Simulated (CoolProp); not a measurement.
Properties of vinyl chloride along the isobar 0.101 MPa.

Values from CoolProp's reference Helmholtz-energy equation of state, Thol 2022.

```tsv
T (°C)	phase	cv (kJ/(kg K))	speed of sound (m/s)	isothermal compressibility (1/MPa)	fugacity coefficient
-31.65	liquid	0.8891	1145	0.001263	0.4476
-26.35	liquid	0.8904	1118	0.001335	0.5730
-20.95	liquid	0.8921	1091	0.001415	0.7272
-15.65	liquid	0.8942	1065	0.001500	0.9079
-10.35	gas	0.6696	201.2	10.19	0.9730
-5.05	gas	0.6789	203.2	10.17	0.9747
0.25	gas	0.6883	205.1	10.15	0.9763
5.65	gas	0.6980	207.1	10.14	0.9778
10.95	gas	0.7075	209.0	10.12	0.9791
16.25	gas	0.7170	210.8	10.11	0.9803
21.55	gas	0.7266	212.7	10.10	0.9814
26.85	gas	0.7362	214.5	10.08	0.9824
32.15	gas	0.7458	216.3	10.07	0.9834
37.55	gas	0.7555	218.1	10.06	0.9843
42.85	gas	0.7651	219.9	10.06	0.9851
```
